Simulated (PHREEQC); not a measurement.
LiOH is added in steps, without added water, to 1 kg of water holding 0.0079 mol/kgw H2SeO4, 0.00084 mol/kgw NaOH and 0.045 mol/kgw NaCl, at 25 °C. O2 is buffered at 0.21 atm. The system is closed to CO2. The run lets Halite precipitate or redissolve, and no other solid.

Base run: PHREEQC, ion-association model, wateq4f.dat. Each further column changes one thing. The table gives HSeO4- (mol/kgw).

| LiOH added (mol) | base | Davies equation for every ion | metal-ligand complexes left out | all activity coefficients set to 1 | Debye-Hückel limiting law |
|---|---|---|---|---|---|
| 0 | 0.00167 | 0.00161 | 0.00167 | 0.00282 | 0.00125 |
| 0.0025 | 0.00143 | 0.00139 | 0.00143 | 0.00247 | 0.00106 |
| 0.00625 | 0.00105 | 0.00101 | 0.00105 | 0.00188 | 0.000766 |
| 0.00875 | 0.000774 | 0.000746 | 0.000774 | 0.00142 | 0.000559 |
| 0.01125 | 0.000478 | 0.000461 | 0.000478 | 0.000899 | 0.000342 |
| 0.01375 | 0.000161 | 0.000155 | 0.000161 | 0.000311 | 0.000114 |
| 0.0175 | 9.27e-13 | 9.11e-13 | 9.27e-13 | 1.42e-12 | 7.59e-13 |
| 0.02 | 4.65e-13 | 4.57e-13 | 4.65e-13 | 7.16e-13 | 3.78e-13 |
